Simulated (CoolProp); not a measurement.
Saturation properties of R124.

Computed with CoolProp (reference Helmholtz-energy equation of state, de Vries 1995).

```json
[
 {"T (K)": "256.2", "p (MPa)": "0.08183", "vapour density (kg/m³)": "5.445", "liquid viscosity (µPa s)": "424", "liquid conductivity (mW/(m K))": "84.0"},
 {"T (K)": "264", "p (MPa)": "0.1138", "vapour density (kg/m³)": "7.425", "liquid viscosity (µPa s)": "382", "liquid conductivity (mW/(m K))": "81.3"},
 {"T (K)": "271.8", "p (MPa)": "0.1549", "vapour density (kg/m³)": "9.930", "liquid viscosity (µPa s)": "345", "liquid conductivity (mW/(m K))": "78.6"},
 {"T (K)": "279.6", "p (MPa)": "0.2066", "vapour density (kg/m³)": "13.05", "liquid viscosity (µPa s)": "312", "liquid conductivity (mW/(m K))": "75.9"},
 {"T (K)": "287.4", "p (MPa)": "0.2707", "vapour density (kg/m³)": "16.90", "liquid viscosity (µPa s)": "283", "liquid conductivity (mW/(m K))": "73.3"},
 {"T (K)": "295.2", "p (MPa)": "0.3490", "vapour density (kg/m³)": "21.60", "liquid viscosity (µPa s)": "258", "liquid conductivity (mW/(m K))": "70.8"},
 {"T (K)": "303", "p (MPa)": "0.4433", "vapour density (kg/m³)": "27.29", "liquid viscosity (µPa s)": "234", "liquid conductivity (mW/(m K))": "68.3"},
 {"T (K)": "310.8", "p (MPa)": "0.5557", "vapour density (kg/m³)": "34.13", "liquid viscosity (µPa s)": "213", "liquid conductivity (mW/(m K))": "65.8"},
 {"T (K)": "318.6", "p (MPa)": "0.6883", "vapour density (kg/m³)": "42.34", "liquid viscosity (µPa s)": "194", "liquid conductivity (mW/(m K))": "63.4"}
]
```

It boils at 261.2 K under 1 atm.

Viscosity comes from a separate model (Bell 2016), an estimate that may be off by 10 % or more. Thermal conductivity comes from a separate model (Huber 2003), an estimate that may be off by 10 % or more.
